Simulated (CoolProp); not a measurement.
A single-stage vapour-compression cycle with R236EA: evaporating at 262.15 K (dew point), condensing at 289.15 K (bubble point), superheat 2 K, subcooling 2 K, compressor efficiency 0.9, no pressure losses. Each further row changes one setting.

Model: reference Helmholtz-energy equation of state, Rui 2013, in CoolProp.

```csv
case,cooling COP,pressure ratio,discharge temperature (K),refrigerating effect (kJ/kg),volumetric capacity (kJ/m³)
as stated,7.90,3.13,289.2,145,489
evaporating temperature 267.15 K,10.1,2.48,289.3,148,623
condensing temperature 284.15 K,9.93,2.58,284.8,151,509
subcooling 7 K,8.24,3.13,289.2,151,509
superheat 12 K,8.00,3.13,299.4,153,496
compressor efficiency 0.8,7.02,3.13,291.8,145,489
```
